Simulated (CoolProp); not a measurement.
Hexamethyldisiloxane (MM) along the isobar 4.11 MPa: Z from the reference equation and from simpler models built on Tc = 245.6 °C, pc = 1.931 MPa, ω = 0.418; each cubic takes its own stable root.

The numbers come from the reference Helmholtz-energy equation of state, Thol 2016 in CoolProp.

```csv
T (°C),phase,reference
-13.15,liquid,0.3840
-5.35,liquid,0.3765
2.45,liquid,0.3694
10.25,liquid,0.3628
18.05,liquid,0.3567
25.85,liquid,0.3509
33.65,liquid,0.3456
41.45,liquid,0.3406
49.25,liquid,0.3359
57.05,liquid,0.3316
64.85,liquid,0.3276
72.65,liquid,0.3239
80.35,liquid,0.3205
88.15,liquid,0.3173
95.95,liquid,0.3144
```

Question: How far does each simpler model (van der Waals, Redlich-Kwong, Soave-Redlich-Kwong, Peng-Robinson) lie from the reference over these 15 states: mean and median of the absolute difference, and the worst?

Answer: 
- van der Waals: mean 61.0 %, median 61.0 %, worst +64.3 % at -13.15 °C and 4.11 MPa
- Redlich-Kwong: mean 11.6 %, median 11.5 %, worst +12.2 % at -13.15 °C and 4.11 MPa
- Soave-Redlich-Kwong: mean 6.9 %, median 6.8 %, worst +8.6 % at -13.15 °C and 4.11 MPa
- Peng-Robinson: mean 4.9 %, median 5.1 %, worst -6.0 % at 95.95 °C and 4.11 MPa
